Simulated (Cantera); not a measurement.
Input: 1 mol Fe3O4, 12 mol CO, 1.2 mol CH4, held at 1448 K and 1 atm.

These are equilibrium values from Cantera (NASA tables, ideal gas, pure condensed phases), not measurements of a reactor. Candidate condensed phases: C, C6H6, C7H8, C8H18, Fe, Fe(CO)5, FeO, Fe(OH)2, Fe(OH)3, Fe2O3, Fe3O4, H2O; 114 gas species. Mutual solubility and eutectic melting of coexisting phases are not modelled. The tables' stoichiometric FeO is somewhat more stable than real wüstite, so its field is too wide. FeO: taken at fixed stoichiometry. Rates play no part.

Base state: CO 0.725, CO2 0.121, H2 0.110, H2O 0.0437 (mole fractions); condensed: Fe(γ) + FeO(s).

Task: What changes in the equilibrium state with this change: Fe3O4 replaced by TiO2?

Result: 
```csv
species,before,after
CO,0.725,0.836
H2,0.110,0.163
CO2,0.121,0.000757
H2O,0.0437,0.000349
CH4,1.93e-7,8.93e-5
"Fe(γ), mol",2.77,0
"FeO(s), mol",0.227,0
"C(graphite), mol",0,0.882
"Ti3O5(s), mol",0,0.333
```
Further candidate phases: Ti, TiC, TiO, TiO2, Ti2O3, Ti3O5, Ti4O7.
